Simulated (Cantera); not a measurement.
Charge: 1 mol MgSO4, 0.008 mol C, 0.047 mol O2, equilibrated at 45.0 Pa.

Equilibrium computed with Cantera from the NASA thermochemical tables; the gas is ideal and each condensed phase is pure. Candidate condensed phases: C, Mg, MgCO3, MgO, MgS, MgSO4, S; 26 gas species. Kinetics and transport are ignored.

Question: At 898 K, list the 4 most abundant gas species with their mole fractions, and the condensed phases.

Answer: O2 0.828, CO2 0.170, SO2 0.00189, SO3 0.000251. Condensed: MgO(s) + MgSO4(s).
